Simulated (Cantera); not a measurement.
**Si(CH3)4 + HCl + H2 (silicon carbide growth)**

Feed: 1 mol Si(CH3)4, 2.3 mol HCl, 540 mol H2, equilibrated at 0.0133 bar.

Method: chemical equilibrium by Gibbs-energy minimisation in Cantera with the NASA 1993 tables (ideal gas, pure condensed phases). Candidate condensed phases: C, C6H6, C7H8, C8H18, Si, SiC; 109 gas species. Gases not in the tables: Si2H6 and higher silanes. Kinetics and transport are ignored.

From 1875 K to 2125 K the condensed part is C(graphite) + SiC(s). From 2175 K to 2225 K the condensed part is C(graphite). From 2275 K to 2525 K nothing is condensed. The main Si-bearing gas is Si throughout.

```tsv
T (K)	x H2	x H	x HCl	x C2H2 (acetylene)	x Si	n C(graphite)	n SiC(s)
1875	0.990	0.00565	0.00416	0.000314	2.27e-5	2.67	0.983
1925	0.987	0.00823	0.00415	0.000452	5.36e-5	2.53	0.962
1975	0.983	0.0118	0.00413	0.000639	0.000121	2.37	0.917
2025	0.978	0.0165	0.00410	0.000885	0.000262	2.18	0.821
2075	0.971	0.0227	0.00406	0.00121	0.000547	1.98	0.625
2125	0.962	0.0308	0.00402	0.00161	0.00110	1.85	0.233
2175	0.951	0.0412	0.00396	0.00212	0.00145	1.44	0
2225	0.937	0.0543	0.00390	0.00275	0.00146	0.684	0
2275	0.920	0.0705	0.00382	0.00330	0.00146	0	0
2325	0.901	0.0904	0.00372	0.00327	0.00148	0	0
2375	0.877	0.114	0.00361	0.00323	0.00148	0	0
2425	0.848	0.143	0.00347	0.00318	0.00148	0	0
2475	0.815	0.176	0.00331	0.00311	0.00147	0	0
2525	0.777	0.214	0.00313	0.00302	0.00145	0	0
```
x: gas mole fraction; n: condensed amount in mol.
